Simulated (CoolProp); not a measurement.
A single-stage vapour-compression cycle with n-pentane: evaporating at 283.15 K (dew point), condensing at 342.15 K (bubble point), superheat 10 K, subcooling 5 K, compressor efficiency 0.6, no pressure losses. Each further row changes one setting.

Values from CoolProp's reference Helmholtz-energy equation of state, Thol 2019.

```csv
case,cooling COP,pressure ratio,discharge temperature (K),refrigerating effect (kJ/kg),volumetric capacity (kJ/m³)
as stated,?,7.29,361.5,266,303
evaporating temperature 288.15 K,?,5.94,359.9,273,?
condensing temperature 337.15 K,2.61,?,356.8,278,318
subcooling 10 K,?,7.29,361.5,278,318
superheat 20 K,2.38,7.29,371.9,?,311
compressor efficiency 0.5,1.93,7.29,?,266,303
```

### Question
Complete the blanks.

### Answer

- as stated, cooling COP: 2.32
- evaporating temperature 288.15 K, cooling COP: 2.64
- evaporating temperature 288.15 K, volumetric capacity (kJ/m³): 378
- condensing temperature 337.15 K, pressure ratio: 6.35
- subcooling 10 K, cooling COP: 2.43
- superheat 20 K, refrigerating effect (kJ/kg): 282
- compressor efficiency 0.5, discharge temperature (K): 372.7
